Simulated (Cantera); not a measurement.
A Cantera script and what it prints.

```python
import numpy as np
import cantera as ct

gas_names = """
    H HNO HNO2 HNO3 HO2 H2 H2O H2O2 N NH NH2 NH3 NH2OH NO NO2 NO3 N2 N2H2 N2H4 N2O O OH O2 O3 V VN VO
    VO2
""".split()
cond_names = """
    H2O(s) H2O(L) V(cr) V(L) VN(s) VO(s) VO(L) V2O3(s) V2O3(L) V2O4(I) V2O4(II) V2O4(L) V2O5(s) V2O5(L)
""".split()


# ... load() reads the species with a 1 bar reference pressure and builds the phases ...
atoms = {
    'V2O5': {'V': 2, 'O': 5},
    'H2': {'H': 2},
    'N2': {'N': 2},
}
top_T = {'VN(s)': 2300}  # K; cautious upper limits of use, not melting points


# ... equilibrate(T, P, feed) seeds the gas with the atoms and calls Mixture.equilibrate('TP', solver="vcs", rtol=1e-11, max_steps=5000) ...
results = []
feed = {'V2O5': 1, 'H2': 140, 'N2': 1.9}  # mol
T = 923  # K
P = 100000  # Pa
mix = equilibrate(T, P, feed)
results.append((T, P, feed, dict(zip(mix.species_names, mix.species_moles))))
print(gas.report(threshold=1e-05))
for i in range(1, mix.n_phases):
    print(f"{mix.phase(i).name:16s} {mix.phase_moles(i):12.5e} mol")
```

It prints:

```
       temperature   923 K
          pressure   1e+05 Pa
           density   0.033748 kg/m^3
  mean mol. weight   2.5899 kg/kmol
   phase of matter   gas

                          1 kg             1 kmol
                     ---------------   ---------------
          enthalpy        5.8017e+06        1.5026e+07  J
   internal energy        2.8385e+06        7.3515e+06  J
           entropy             64401        1.6679e+05  J/K
    Gibbs function       -5.3641e+07       -1.3892e+08  J
 heat capacity c_p             11668             30218  J/K
 heat capacity c_v            8457.3             21903  J/K

                      mass frac. Y      mole frac. X     chem. pot. / RT
                     ---------------   ---------------   ---------------
                H2           0.75697           0.97246           -17.338
               H2O           0.09805          0.014096           -60.393
               NH3        0.00073547        0.00011184           -40.495
                N2           0.14424          0.013335           -28.976
     [  +24 minor]        9.4109e-11        2.4126e-10

V(cr)             0.00000e+00 mol
VN(s)             0.00000e+00 mol
VO(s)             0.00000e+00 mol
V2O3(s)           1.00000e+00 mol
V2O4(II)          0.00000e+00 mol
V2O5(s)           0.00000e+00 mol
```

Method: chemical equilibrium by Gibbs-energy minimisation in Cantera with the NASA 1993 tables (ideal gas, pure condensed phases). Condensed phases not in the tables: the oxides between V2O3 and V2O5 other than VO2.
